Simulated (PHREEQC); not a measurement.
Dissolve 0.012 mol/kgw NH4HF2, 0.013 mol/kgw (NH4)2SiF6 and 0.014 mol/kgw HBF4 at 50 °C. Closed to the air; pH follows from the charge balance.

Equilibrium calculation in PHREEQC: ion-association model, phreeqc.dat.

```csv
quantity,before,after
pH,2.38,2.00
ionic strength (mol/kgw),0.0559,0.0504
HF (mol/kgw),0.0214,0.0103
BF4- (mol/kgw),0.0135,0.0114
F- (mol/kgw),0.00273,0.000535
BF3OH- (mol/kgw),0.000378,0.000664
SI of Quartz (SiO2),-2.37,+0.32
```

Task: Name the change that produced these shifts.
A. NH4HF2 replaced by NH4F at the same molality
B. 0.0067 mol/kgw Na2CO3 added
C. (NH4)2SiF6 from 0.013 to 0.0065 mol/kgw
D. NH4HF2 left out
E. diluted 2-fold with water

Result: D, NH4HF2 left out

This is a speciation only: nothing precipitates in the calculation. Some of these states are supersaturated (in Quartz (slow to form), for instance). Away from 25 °C the constants follow the database's enthalpies or fits; those with neither stay at their 25 °C values. SiF6-2 is the database's only silicon fluoride. Real BF4- forms and hydrolyses slowly; the run takes it at equilibrium.
